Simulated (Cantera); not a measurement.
A closed system holds: 1 mol PbO, 1.5 mol C, 0.38 mol N₂, held at 0.133 bar.

Method: chemical equilibrium by Gibbs-energy minimisation in Cantera with the NASA 1993 tables (ideal gas, pure condensed phases). Candidate condensed phases: C, Pb, PbO, PbO₂, Pb₃O₄; 27 gas species. Rates play no part.

x: gas mole fraction; n: condensed amount in mol.

```
T (K)   x CO    x Pb   x N₂     x Pb₂     x CO₂  x CN  n C(graphite)  n Pb(l)
-----  -----  ------  -----  --------  --------  ----  -------------  -------
1348   0.698  0.0358  0.266   5.08e-6  0.000194   ___          0.500    0.949
1448   0.645   0.109  0.245   3.25e-5   5.93e-5   ___          0.500    0.830
1548   0.516   0.288  0.196  0.000162   1.56e-5   ___          0.500    0.440
1648   0.420   0.420  0.160  0.000257   4.79e-6   ___          0.500        0
1748   0.420   0.420  0.160  0.000198   2.42e-6   ___          0.500        0
1848   0.420   0.420  0.160  0.000157   1.33e-6   ___          0.500        0
1948   0.420   0.420  0.160  0.000127   7.77e-7   ___          0.500        0
2048   0.420   0.420  0.160  0.000104   4.81e-7   ___          0.500        0
2148   0.420   0.420  0.160   8.73e-5   3.13e-7   ___          0.500        0
2248   0.420   0.420  0.160   7.40e-5   2.12e-7   ___          0.500        0
2348   0.420   0.420  0.160   6.34e-5   1.49e-7   ___          0.500        0
2448   0.420   0.420  0.160   5.48e-5   1.08e-7   ___          0.500        0
2548   0.420   0.420  0.160   4.78e-5   8.04e-8   ___          0.499        0
```

Q: Some entries are withheld; supply them.

A: 
- 1348, x CN: 2.46e-12
- 1448, x CN: 3.51e-11
- 1548, x CN: 3.27e-10
- 1648, x CN: 2.31e-9
- 1748, x CN: 1.42e-8
- 1848, x CN: 7.20e-8
- 1948, x CN: 3.08e-7
- 2048, x CN: 1.14e-6
- 2148, x CN: 3.73e-6
- 2248, x CN: 1.10e-5
- 2348, x CN: 2.94e-5
- 2448, x CN: 7.25e-5
- 2548, x CN: 0.000167
